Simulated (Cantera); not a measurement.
## Thermodynamics of iron carbonyl, mercury and lead vapours, feed Fe(CO)5 + H2 + N2

Input: 1 mol Fe(CO)5, 0.047 mol H2, 0.32 mol N2, at 133 Pa.

Method: chemical equilibrium by Gibbs-energy minimisation in Cantera with the NASA 1993 tables (ideal gas, pure condensed phases). Candidate condensed phases: C, C6H6, C7H8, C8H18, Fe, Fe(CO)5, FeO, Fe(OH)2, Fe(OH)3, Fe2O3, Fe3O4, H2O; 140 gas species. Condensed phases not in the tables: cementite and carbon dissolved in iron. Rates play no part.

| T (°C) | log p CO | log p N2 | log p H2 | log p CO2 | n C(graphite) | n Fe(α) | n Fe(γ) |
|---|---|---|---|---|---|---|---|
| 827 | -2.91 | -4.10 | -4.93 | -6.87 | 0.000550 | 1.00 | 0 |
| 852 | -2.91 | -4.10 | -4.93 | -7.04 | 0 | 1.00 | 0 |
| 877 | -2.91 | -4.10 | -4.93 | -7.22 | 0 | 1.00 | 0 |
| 902 | -2.91 | -4.10 | -4.93 | -7.38 | 0 | 1.00 | 0 |
| 927 | -2.91 | -4.10 | -4.93 | -7.54 | 0 | 0 | 1.00 |
| 952 | -2.91 | -4.10 | -4.93 | -7.68 | 0 | 0 | 1.00 |
| 977 | -2.91 | -4.10 | -4.93 | -7.83 | 0 | 0 | 1.000 |
| 1002 | -2.91 | -4.10 | -4.93 | -7.97 | 0 | 0 | 1.000 |
| 1027 | -2.91 | -4.10 | -4.93 | -8.10 | 0 | 0 | 1.000 |
| 1052 | -2.91 | -4.10 | -4.93 | -8.16 | 0 | 0 | 1.000 |
| 1077 | -2.91 | -4.10 | -4.93 | -8.18 | 0 | 0 | 1.000 |
log p: log10 of the partial pressure in bar; n: condensed amount in mol.

At 827 °C the condensed part is C(graphite) + Fe(α). From 852 °C to 902 °C the condensed part is Fe(α). From 927 °C to 1077 °C the condensed part is Fe(γ).
